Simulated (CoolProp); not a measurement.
Vapour-liquid equilibrium of carbon dioxide (1) + propane (2) at 242 K; x and y are mole fractions of (1).

Model: multi-fluid Helmholtz-energy mixture model, Span 1996 and Lemmon 2009; pair parameters Kunz 2012, in CoolProp.

```tsv
x	bubble pressure (MPa)	y at the bubble point	dew pressure at overall composition x (MPa)	liquid density (mol/L)
0.05	0.2807	0.438	0.1687	13.15
0.2	0.6307	0.768	0.1997	14.03
0.35	0.8942	0.850	0.2443	15.04
0.5	1.055	0.884	0.3138	16.26
0.65	1.156	0.905	0.4374	17.83
0.8	1.242	0.929	0.7153	19.99
0.95	1.340	0.974	1.296	23.16
```

No azeotrope shows between x = 0.05 and 0.95.

The pair parameters rest on a limited set of measurements; away from them the model extrapolates. With so large a gap from Raoult's law the liquid may split in two, which this calculation doesn't test in full.
